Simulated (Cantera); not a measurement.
A perfectly stirred reactor is fed with CH4 : O2 : N2 = 1 : 1.54 : 5.78 (molar parts), at 1.48 atm; it is adiabatic with a 750 K inlet, and is followed from long to short residence time, starting on the burning branch (τ in s: 0.36, 0.17, 0.076, 0.035, 0.016, 0.0074, 0.0034, 0.0016, 0.00073, 0.00033, 0.00015, 7.1e-05).

Detailed kinetics in Cantera: GRI-Mech 3.0 (53 species, 325 reactions).

| quantity | before | after |
|---|---|---|
| blow-out, bracketed by the residence times tried | burning at 71.0 µs, the shortest tried | burning at 1.60 ms, out at 0.730 ms |
| x(CH4) at τ = 0.360 s | 1.78e-6 | 0.00406 |
| x(O2) at τ = 0.360 s | 0.000145 | 0.000145 |
| x(H2O2) at τ = 0.360 s | 1.45e-8 | 1.30e-9 |
| x(OH) at τ = 0.360 s | 0.00189 | 1.32e-5 |
| x(NO) at τ = 0.360 s | 0.000435 | 4.60e-6 |
| x(CH4) at τ = 3.40 ms | 4.96e-5 | 0.0122 |
| x(O2) at τ = 3.40 ms | 0.000943 | 0.00601 |
| x(H2O2) at τ = 3.40 ms | 5.03e-8 | 8.48e-8 |
| x(OH) at τ = 3.40 ms | 0.00382 | 4.84e-5 |
| x(NO) at τ = 3.40 ms | 0.000572 | 1.43e-6 |

**Question.** Which change was made?
A) inlet temperature 750 to 500 K
B) inlet temperature 750 to 475 K
C) O2 1.54 to 1.1 parts
D) O2 1.54 to 2 parts

**Answer.** C, O2 1.54 to 1.1 parts
